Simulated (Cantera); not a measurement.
Mixture: 29.3 % CO, 9.38 % H2, 12.9 % O2, 48.4 % N2, at 310000 Pa, adiabatic and at constant pressure. Ignition delay is the time to a rise of 400 K.

Model: GRI-Mech 3.0 (53 species, 325 reactions), integrated in Cantera. The hydrogen kinetics of GRI-Mech 3.0 are dated; newer H2 mechanisms differ, most at raised pressure. Where the delays flatten at high temperature, the 400 K rule measures the pace of heat release, not the induction time.

Predict: delay at 1050 K; delay at 1200 K; delay at 1350 K; delay at 1500 K.


| Property | Result |
|---|---|
| delay at 1050 K | 0.283 ms |
| delay at 1200 K | 27.4 µs |
| delay at 1350 K | 12.7 µs |
| delay at 1500 K | 8.39 µs |
